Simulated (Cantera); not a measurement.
A Cantera script and its output.

```python
import numpy as np
import cantera as ct

surf = ct.Interface("diamond.yaml", "diamond_100")
gas, bulk = surf.adjacent["gas"], surf.adjacent["diamond"]
k = surf.kinetics_species_index(bulk.species_names[0])
cover = ["c6HH", "c6H*", "c6*H", "c6**", "c6HM", "c6B"]

rows, drift = [], 0.0
print(f"{'xCH3':>10s}{'um/h':>11s}" + "".join(f"{s:>11s}" for s in cover))
for v in [1e-06, 2.8e-06, 7.6e-06, 2.1e-05, 5.8e-05, 0.00016, 0.00045, 0.0012, 0.0034]:
    T, P, xH, xCH3 = 1200, 2100, 0.0026, v
    gas.TPX = T, P, {"H": xH, "CH3": xCH3, "CH4": 0.013, "H2": 1 - xH - xCH3 - 0.013}
    surf.TP = bulk.TP = T, P
    surf.coverages = "c6H*:0.1, c6HH:0.9"
    surf.advance_coverages(100.0)
    before = surf.coverages
    surf.advance_coverages(100.0)
    drift = max(drift, np.max(np.abs(surf.coverages - before) / (surf.coverages + 1e-9)))
    rate = surf.net_production_rates[k] * bulk.mean_molecular_weight / bulk.density * 3.6e9
    rows.append([rate, *surf[cover].coverages])
    print(f"{v:10.4g}{rate:11.4e}" + "".join(f"{x:11.3e}" for x in rows[-1][1:]))
```

It prints:

```
      xCH3       um/h       c6HH       c6H*       c6*H       c6**       c6HM        c6B
     1e-06 2.9782e-03  4.476e-01  3.804e-02  4.868e-01  2.752e-02  7.238e-06  8.082e-12
   2.8e-06 8.3379e-03  4.476e-01  3.804e-02  4.868e-01  2.752e-02  2.026e-05  2.263e-11
   7.6e-06 2.2624e-02  4.475e-01  3.804e-02  4.868e-01  2.750e-02  5.499e-05  6.139e-11
   2.1e-05 6.2452e-02  4.475e-01  3.803e-02  4.867e-01  2.747e-02  1.518e-04  1.695e-10
   5.8e-05 1.7203e-01  4.473e-01  3.801e-02  4.864e-01  2.737e-02  4.187e-04  4.668e-10
   0.00016 4.7113e-01  4.467e-01  3.795e-02  4.857e-01  2.710e-02  1.150e-03  1.278e-09
   0.00045 1.2985e+00  4.451e-01  3.779e-02  4.836e-01  2.635e-02  3.191e-03  3.524e-09
    0.0012 3.2953e+00  4.413e-01  3.739e-02  4.785e-01  2.459e-02  8.245e-03  8.942e-09
    0.0034 8.2259e+00  4.312e-01  3.637e-02  4.655e-01  2.050e-02  2.157e-02  2.232e-08
```

Cantera simulation using the Harris–Goodwin 1993 mechanism for the reconstructed diamond (100) surface; the numbers are that mechanism's predictions, not measurements.
